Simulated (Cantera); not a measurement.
Input: 1 mol Si2H6, 1.8 mol CO2, 32 mol H2, equilibrated at 925 K and 630 Pa.

Method: chemical equilibrium by Gibbs-energy minimisation in Cantera with the NASA 1993 tables (ideal gas, pure condensed phases). Candidate condensed phases: C, C6H6, C7H8, C8H18, H2O, Si, SiC, SiO2; 123 gas species. The feed counts by its element totals alone. Rates play no part.

Base state: H2 0.999, CH4 0.00143 (mole fractions); condensed: C(graphite) + SiC(s) + SiO2(β-quartz).

What changes in the equilibrium state with this change: Si2H6 replaced by SiH4?


| species | before | after |
|---|---|---|
| H2 | 0.999 | 0.954 |
| CO | 1.02e-6 | 0.0445 |
| CH4 | 0.00143 | 0.00130 |
| H2O | 9.51e-9 | 0.000398 |
| CO2 | <1e-9 | 3.76e-5 |
| C(graphite), mol | 1.55 | 0.169 |
| SiC(s), mol | 0.200 | 0 |
| SiO2(β-quartz), mol | 1.80 | 1.00 |

What changes in the equilibrium state with this change: temperature from 925 K to 1098.15 K?


```
species               before     after
-------------------  -------  --------
H2                     0.999     0.999
CO                   1.02e-6  0.000518
CH4                  0.00143  0.000230
C(graphite), mol        1.55      1.56
SiC(s), mol            0.200     0.209
SiO2(β-quartz), mol     1.80      1.79
```
Mutual solubility and eutectic melting of coexisting phases are not modelled.
